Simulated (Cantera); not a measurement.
A perfectly stirred reactor is fed with CO : H2 : CH4 : O2 : N2 = 1 : 0.14 : 0.58 : 2.47 : 9.29 (molar parts), equivalence ratio 0.70, at 310000 Pa; it is adiabatic with a 525 K inlet, and is followed from long to short residence time, starting on the burning branch (τ in s: 0.22, 0.085, 0.033, 0.012, 0.0047, 0.0018, 0.00069, 0.00026, 0.0001).

Cantera simulation using GRI-Mech 3.0 (53 species, 325 reactions); the numbers are that mechanism's predictions, not measurements.

Task: Predict: blow-out, bracketed by the residence times tried; x(CO) at τ = 0.220 s; x(H2) at τ = 0.220 s; x(CH4) at τ = 0.220 s; x(NO) at τ = 0.220 s; x(CH2O) at τ = 0.220 s; x(CO) at τ = 4.70 ms; x(H2) at τ = 4.70 ms; x(CH4) at τ = 4.70 ms; x(NO) at τ = 4.70 ms; x(CH2O) at τ = 4.70 ms.

Result: 
```
Item                                                                               Result
------------------------------------------------  ---------------------------------------
blow-out, bracketed by the residence times tried  burning at 0.100 ms, the shortest tried
x(CO) at τ = 0.220 s                                                              0.00102
x(H2) at τ = 0.220 s                                                             0.000165
x(CH4) at τ = 0.220 s                                                             5.82e-7
x(NO) at τ = 0.220 s                                                              0.00166
x(CH2O) at τ = 0.220 s                                                            8.75e-8
x(CO) at τ = 4.70 ms                                                              0.00372
x(H2) at τ = 4.70 ms                                                             0.000506
x(CH4) at τ = 4.70 ms                                                             1.43e-5
x(NO) at τ = 4.70 ms                                                             0.000147
x(CH2O) at τ = 4.70 ms                                                            2.33e-6
```
